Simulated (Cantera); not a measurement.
Standard-state values (1 bar) from the NASA 1993 polynomials, evaluated with Cantera. Values are per mole of reaction as written; species without (g) are pure solids or liquids, kept so even where they would boil at 1 bar.

SiH3(g) + H(g) ⇌ SiH4(g), with ΔH° = -393.1 kJ and ΔS° = -126.7 J/K at 300 K.

Task: How far is the shortcut ΔG° ≈ ΔH°(300 K) − T·ΔS°(300 K) from the full temperature-dependent value at 848, 948, 1048, 1148, 1248, 1348, 1448 K?

Result: 
```tsv
T (K)	shortcut (kJ)	full (kJ)	difference (kJ)	difference in log10 K
848	-285.7	-281.4	-4.3	0.27
948	-273.0	-267.5	-5.5	0.30
1048	-260.3	-253.5	-6.8	0.34
1148	-247.7	-239.6	-8.1	0.37
1248	-235.0	-225.6	-9.4	0.39
1348	-222.3	-211.6	-10.7	0.42
1448	-209.7	-197.6	-12.1	0.44
```
The shortcut ignores the heat-capacity change of the reaction.
